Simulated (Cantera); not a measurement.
What does this Cantera script print?

```python
import numpy as np
import cantera as ct

gas_names = """
    C CN CO CO2 C2 CCN CNC C2N2 C2O C3 C3O2 C4 C4N2 C5 Cu CuO Cu2 N NCO NO NO2 NO3 N2 N2O O O2 O3
""".split()
cond_names = """
    C(gr) Cu(cr) Cu(L) CuO(s) Cu2O(s) Cu2O(L)
""".split()


# ... load() reads the species with a 1 bar reference pressure and builds the phases ...
atoms = {
    'CuO': {'Cu': 1, 'O': 1},
    'CO': {'C': 1, 'O': 1},
    'N2': {'N': 2},
}
top_T = {'C(gr)': 4500, 'CuO(s)': 1390}  # K; cautious upper limits of use, not melting points


# ... equilibrate(T, P, feed) seeds the gas with the atoms and calls Mixture.equilibrate('TP', solver="vcs", rtol=1e-11, max_steps=5000) ...
results = []
feed = {'CuO': 1, 'CO': 1.9, 'N2': 0.85}  # mol
T = 2250  # K
P = 100000  # Pa
mix = equilibrate(T, P, feed)
results.append((T, P, feed, dict(zip(mix.species_names, mix.species_moles))))
print(gas.report(threshold=0.001))
for i in range(1, mix.n_phases):
    print(f"{mix.phase(i).name:16s} {mix.phase_moles(i):12.5e} mol")
```

It prints:

```
       temperature   2250 K
          pressure   1e+05 Pa
           density   0.18629 kg/m^3
  mean mol. weight   34.851 kg/kmol
   phase of matter   gas

                          1 kg             1 kmol
                     ---------------   ---------------
          enthalpy       -2.3647e+06       -8.2412e+07  J
   internal energy       -2.9015e+06       -1.0112e+08  J
           entropy            8263.2        2.8798e+05  J/K
    Gibbs function       -2.0957e+07       -7.3036e+08  J
 heat capacity c_p            1282.4             44691  J/K
 heat capacity c_v            1043.8             36377  J/K

                      mass frac. Y      mole frac. X     chem. pot. / RT
                     ---------------   ---------------   ---------------
                CO           0.25437           0.31649            -35.17
               CO2           0.44297           0.35079           -54.437
                Cu          0.061394          0.033671           -8.2397
                N2           0.23989           0.29843           -28.554
     [  +23 minor]          0.001379         0.0006191

C(gr)             0.00000e+00 mol
Cu(L)             9.02381e-01 mol
Cu2O(L)           0.00000e+00 mol
```

These are equilibrium values from Cantera (NASA tables, ideal gas, pure condensed phases), not measurements of a reactor.
